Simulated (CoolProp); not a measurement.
R141b along the isotherm 226.85 °C: density (kg/m³) from the reference equation and from simpler models built on Tc = 204.4 °C, pc = 4.212 MPa, ω = 0.220; each cubic takes its own stable root.

Computed with CoolProp (reference Helmholtz-energy equation of state, Lemmon 2006). It is a short technical equation, of lower accuracy than the large ones.

```csv
p (MPa),phase,reference,ideal gas,van der Waals,Soave-Redlich-Kwong,Peng-Robinson
2.11,gas,70.58,59.36,69.94,70.80,72.27
4.21,gas,194.1,118.4,192.3,190.9,200.2
6.32,supercritical,579.3,177.8,474.2,487.8,527.9
8.42,supercritical,711.9,236.9,539.6,610.6,670.5
10.5,supercritical,768.0,295.4,576.1,674.1,743.6
12.6,supercritical,[?],354.5,602.5,719.1,795.1
14.7,supercritical,[?],413.5,623.2,754.1,835.0
16.8,supercritical,857.2,472.6,640.2,[?],867.7
19,supercritical,877.8,534.5,655.4,808.7,896.7
21.1,supercritical,894.9,593.6,667.9,830.0,920.8
```

Problem. Some entries are withheld; supply them.

Solution. 
- 12.6, reference: 805.5
- 14.7, reference: 834.0
- 16.8, Soave-Redlich-Kwong: 783.0
